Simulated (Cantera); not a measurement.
Thermodynamics of chlorosilane synthesis and conversion, feed Si + Cl₂ + H₂

Input: 1 mol Si, 2.2 mol Cl₂, 15 mol H₂, at 1500 K and 42000 Pa.

These are equilibrium values from Cantera (NASA tables, ideal gas, pure condensed phases), not measurements of a reactor. Candidate condensed phases: Si; 19 gas species. The tables' values for SiCl₃ are old estimates; treat these amounts as uncertain. The numbers say what is thermodynamically allowed, not how fast it happens.

```yaml
x(H₂): 0.823
x(HCl): 0.118
x(SiCl₂): 0.0403
x(SiCl₃): 0.00845
x(SiCl₄): 0.00563
x(SiHCl₃): 0.00407
x(SiH₂Cl₂): 0.000469
x(H): 2.46e-5
x(SiH₃Cl): 1.58e-5
gas_amount: 16.96 mol
log10 activity of Si(s) (absent): -0.13
```
